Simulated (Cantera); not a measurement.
What does this Cantera script print?

```python
import numpy as np
import cantera as ct

gas_names = """
    C CH CH2 CH3 CH2OH CH3O CH4 CH3OH CO CO2 COOH C2 C2H CHCO,ketyl C2H2,acetylene C2H2,vinylidene
    CH2CO,ketene C2H3,vinyl CH3CO,acetyl C2H4 C2H4O,ethylen CH3CHO,ethanal CH3COOH (HCOOH)2 C2H5 C2H6
    CH3OCH3 C2H5OH C2O C3 C3H3,propargyl C3H4,allene C3H4,propyne C3H4,cyclo- C3H5,allyl C3H6,propylene
    C3H6,cyclo- C3H6O C3H7,n-propyl C3H7,i-propyl C3H8 C3H8O,1propanol C3H8O,2propanol C3O2 C4 C4H2
    C4H4,1,3-cyclo- C4H6,butadiene C4H6,2-butyne C4H6,cyclo- C4H8,1-butene C4H8,cis2-buten
    C4H8,tr2-butene C4H8,isobutene C4H8,cyclo- (CH3COOH)2 C4H9,n-butyl C4H9,i-butyl C4H9,s-butyl
    C4H9,t-butyl C4H10,isobutane C4H10,n-butane C5 C5H6,1,3cyclo- C5H8,cyclo- C5H10,1-pentene
    C5H10,cyclo- C5H11,pentyl C5H11,t-pentyl C5H12,n-pentane C5H12,i-pentane CH3C(CH3)2CH3 C6H2
    C6H5,phenyl C6H5O,phenoxy C6H6 C6H5OH,phenol C6H10,cyclo- C6H12,1-hexene C6H12,cyclo- C6H13,n-hexyl
    C7H7,benzyl C7H8 C7H8O,cresol C7H14,1-heptene C7H15,n-heptyl C7H16,n-heptane C8H8,styrene
    C8H10,ethylbenz C8H16,1-octene C8H17,n-octyl C8H18,isooctane C8H18,n-octane C9H19,n-nonyl
    C10H8,naphthale C10H21,n-decyl C12H9,o-bipheny C12H10,bipheny Cu CuO Cu2 H HCO HO2 H2
    HCHO,formaldehy HCOOH H2O H2O2 O OH O2 O3
""".split()
cond_names = """
    C(gr) C6H6(L) C7H8(L) C8H18(L),n-octa Cu(cr) Cu(L) CuO(s) CuO2H2(s) Cu2O(s) Cu2O(L) H2O(s) H2O(L)
""".split()


def load(file, names, dense=False):
    # The tables refer to 1 bar. Condensed volumes are neglected.
    table = {s.name: s for s in ct.Species.list_from_file(file)}
    out = []
    for n in names:
        d = dict(table[n].input_data)
        d["thermo"] = dict(d["thermo"], **{"reference-pressure": 1e5})
        if dense:
            d["equation-of-state"] = {"model": "constant-volume", "density": "1e6 g/cm^3"}
        out.append(ct.Species.from_dict(d))
    return out


gas = ct.Solution(thermo="ideal-gas", species=load("nasa_gas.yaml", gas_names))
cond = {s.name: ct.Solution(thermo="fixed-stoichiometry", species=[s], name=s.name)
        for s in load("nasa_condensed.yaml", cond_names, dense=True)}
atoms = {
    'Cu': {'Cu': 1},
    'H2O': {'H': 2, 'O': 1},
    'CO': {'C': 1, 'O': 1},
}
top_T = {'C(gr)': 4500, 'CuO(s)': 1390}  # K; cautious upper limits of use, not melting points


def equilibrate(T, P, feed):
    n = {}
    for name, mol in feed.items():
        for a, k in atoms[name].items():
            n[a] = n.get(a, 0.0) + k * mol
    gas.TPX = T, P, n
    mass = sum(n.values()) * gas.mean_molecular_weight
    gas.equilibrate("TP")
    valid = [c for c in cond.values() if c.min_temp <= T <= top_T.get(c.name, c.max_temp)]
    mix = ct.Mixture([(gas, mass / gas.mean_molecular_weight)] + [(c, 0.0) for c in valid])
    mix.T, mix.P = T, P
    mix.equilibrate("TP", solver="vcs", rtol=1e-11, max_steps=5000)
    return mix


results = []
feed = {'Cu': 1, 'H2O': 0.72, 'CO': 24}  # mol
P = 120  # Pa
for T in [973, 1048, 1123, 1198, 1273, 1348, 1423, 1498, 1573, 1648]:
    mix = equilibrate(T, P, feed)
    results.append((T, P, feed, dict(zip(mix.species_names, mix.species_moles))))
    x = sorted(zip(gas.X, gas.species_names), reverse=True)
    print(f"T = {T:g} K  P = {P:g} Pa  gas = {mix.phase_moles(0):.4g} mol")
    print("   x: " + "  ".join(f"{s} {v:.3e}" for v, s in x if v > 0.0001))
    print("   condensed (mol): " + ("  ".join(f"{mix.phase(i).name} {mix.phase_moles(i):.4g}"
          for i in range(1, mix.n_phases) if mix.phase_moles(i) > 1e-12) or "none"))
```

Result:

```
T = 973 K  P = 120 Pa  gas = 24.72 mol
   x: CO 9.423e-01  CO2 2.859e-02  H2 2.859e-02  H2O 5.378e-04
   condensed (mol): Cu(cr) 1
T = 1048 K  P = 120 Pa  gas = 24.72 mol
   x: CO 9.425e-01  CO2 2.840e-02  H2 2.840e-02  H2O 7.214e-04
   condensed (mol): Cu(cr) 1
T = 1123 K  P = 120 Pa  gas = 24.72 mol
   x: CO 9.427e-01  CO2 2.820e-02  H2 2.820e-02  H2O 9.222e-04
   condensed (mol): Cu(cr) 1
T = 1198 K  P = 120 Pa  gas = 24.72 mol
   x: CO 9.429e-01  CO2 2.799e-02  H2 2.799e-02  H2O 1.135e-03
   condensed (mol): Cu(cr) 0.9998
T = 1273 K  P = 120 Pa  gas = 24.72 mol
   x: CO 9.430e-01  CO2 2.777e-02  H2 2.777e-02  H2O 1.354e-03
   condensed (mol): Cu(cr) 0.9983
T = 1348 K  P = 120 Pa  gas = 24.73 mol
   x: CO 9.429e-01  CO2 2.754e-02  H2 2.754e-02  H2O 1.574e-03  Cu 3.903e-04
   condensed (mol): Cu(cr) 0.9903
T = 1423 K  P = 120 Pa  gas = 24.76 mol
   x: CO 9.419e-01  CO2 2.728e-02  H2 2.727e-02  H2O 1.790e-03  Cu 1.743e-03
   condensed (mol): Cu(L) 0.9568
T = 1498 K  P = 120 Pa  gas = 24.89 mol
   x: CO 9.375e-01  CO2 2.694e-02  H2 2.690e-02  Cu 6.626e-03  H2O 1.994e-03
   condensed (mol): Cu(L) 0.835
T = 1573 K  P = 120 Pa  gas = 25.28 mol
   x: CO 9.230e-01  CO2 2.632e-02  H2 2.622e-02  Cu 2.210e-02  H2O 2.163e-03  H 1.901e-04
   condensed (mol): Cu(L) 0.4407
T = 1648 K  P = 120 Pa  gas = 25.72 mol
   x: CO 9.073e-01  Cu 3.883e-02  CO2 2.568e-02  H2 2.547e-02  H2O 2.310e-03  H 4.103e-04
   condensed (mol): none
```

Cantera equilibrium calculation (NASA polynomials, part measured and part estimated; ideal gas, pure solids and liquids).
